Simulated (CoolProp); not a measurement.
Vapour-liquid equilibrium of n-hexane (1) + benzene (2) at 408.6 K; x and y are mole fractions of (1).

Model: multi-fluid Helmholtz-energy mixture model, Thol 2019 and Thol 2012; pair parameters Bell 2016, in CoolProp.

```json
[
 {"x": "0.05", "bubble pressure, mixture model (MPa)": "0.4465", "bubble pressure, Raoult's law (MPa)": "0.4346", "y, mixture model": "0.084", "y, Raoult's law": "0.065"},
 {"x": "0.125", "bubble pressure, mixture model (MPa)": "0.4700", "bubble pressure, Raoult's law (MPa)": "0.4446", "y, mixture model": "0.189", "y, Raoult's law": "0.158"},
 {"x": "0.2", "bubble pressure, mixture model (MPa)": "0.4894", "bubble pressure, Raoult's law (MPa)": "0.4546", "y, mixture model": "0.277", "y, Raoult's law": "0.247"},
 {"x": "0.275", "bubble pressure, mixture model (MPa)": "0.5054", "bubble pressure, Raoult's law (MPa)": "0.4646", "y, mixture model": "0.354", "y, Raoult's law": "0.332"},
 {"x": "0.35", "bubble pressure, mixture model (MPa)": "0.5188", "bubble pressure, Raoult's law (MPa)": "0.4745", "y, mixture model": "0.424", "y, Raoult's law": "0.414"},
 {"x": "0.425", "bubble pressure, mixture model (MPa)": "?", "bubble pressure, Raoult's law (MPa)": "0.4845", "y, mixture model": "0.489", "y, Raoult's law": "0.492"},
 {"x": "0.5", "bubble pressure, mixture model (MPa)": "?", "bubble pressure, Raoult's law (MPa)": "0.4945", "y, mixture model": "0.552", "y, Raoult's law": "0.567"},
 {"x": "0.575", "bubble pressure, mixture model (MPa)": "0.5467", "bubble pressure, Raoult's law (MPa)": "0.5045", "y, mixture model": "0.615", "y, Raoult's law": "0.639"},
 {"x": "0.65", "bubble pressure, mixture model (MPa)": "0.5527", "bubble pressure, Raoult's law (MPa)": "0.5145", "y, mixture model": "0.677", "y, Raoult's law": "0.709"},
 {"x": "0.725", "bubble pressure, mixture model (MPa)": "0.5571", "bubble pressure, Raoult's law (MPa)": "0.5244", "y, mixture model": "?", "y, Raoult's law": "0.776"},
 {"x": "0.8", "bubble pressure, mixture model (MPa)": "?", "bubble pressure, Raoult's law (MPa)": "0.5344", "y, mixture model": "0.808", "y, Raoult's law": "0.840"},
 {"x": "0.875", "bubble pressure, mixture model (MPa)": "0.5616", "bubble pressure, Raoult's law (MPa)": "0.5444", "y, mixture model": "0.877", "y, Raoult's law": "0.902"},
 {"x": "0.95", "bubble pressure, mixture model (MPa)": "0.5617", "bubble pressure, Raoult's law (MPa)": "0.5544", "y, mixture model": "0.949", "y, Raoult's law": "0.961"}
]
```

Question: Complete the blanks.

Answer: 
- 0.425, bubble pressure, mixture model (MPa): 0.5299
- 0.5, bubble pressure, mixture model (MPa): 0.5392
- 0.725, y, mixture model: 0.741
- 0.8, bubble pressure, mixture model (MPa): 0.5601

The largest gap from Raoult's law is +9.4 % in bubble pressure, at x = 0.425. y crosses x between x = 0.875 and 0.95: the model has an azeotrope there.

Pair parameters are fitted to limited data, so mixtures are less certain than the pure fluids.
